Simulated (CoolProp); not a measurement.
The numbers come from the reference Helmholtz-energy equation of state, Span 1996 in CoolProp.

### Question
For carbon dioxide, give the phase and the cv (kJ/(kg K)), fugacity coefficient at 319.7 K and 0.922 MPa; 319.7 K and 9.22 MPa.

### Answer
- 319.7 K and 0.922 MPa: gas; cv 0.694, fugacity coefficient 0.964
- 319.7 K and 9.22 MPa: supercritical; cv 1.04, fugacity coefficient 0.651
